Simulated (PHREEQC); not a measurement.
## Nickel, zinc or cadmium bath: an equilibrium model

Solution (25 °C): 0.052 mol ZnSO4, 0.011 mol NaOH and 0.059 mol HCl per kg of water. It is in equilibrium with CO2 at log p = 0 (atm). Otherwise closed; pH follows from the charge balance.

The numbers come from PHREEQC with the ion-association model, phreeqc.dat.

Precipitation was switched off in this run.

Problem. Estimate the pH, density.

Solution. pH 1.61; density 1.007 g/cm³.

Problem. In which forms is S present?

Solution. SO4-2 33 %, HSO4- 33 %, ZnSO4 26 %, Zn(SO4)2-2 7.3 %, NaSO4- 0.6 % of the S.

Species that the database lacks are ignored.
